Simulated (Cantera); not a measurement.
A perfectly stirred reactor is fed with NH3 : H2 = 1 : 15 (molar parts), at 6000 Pa; it is held at 2400 K, and followed from long to short residence time.

Model: the gas-phase N/H chemistry of the illustrative SiF4/NH3 mechanism in the Surface Chemkin manual (1991), integrated in Cantera. Walls and surfaces, which speed up NH3 decomposition in real reactors, are not modelled.

One state of this run: x NH3 = 0.000128; x H2 = 0.920; x N = 4.93e-5; x H = 0.0508; x NH = 2.43e-5; x N2H2 = 5.05e-9; x N2H4 = <1e-12. x: mole fraction; the columns are a selection and need not sum to one.

Q: Which value of τ (s) does it belong to?
A) 0.0031
B) 0.61
C) 0.043
D) 8.5

A: B, 0.61
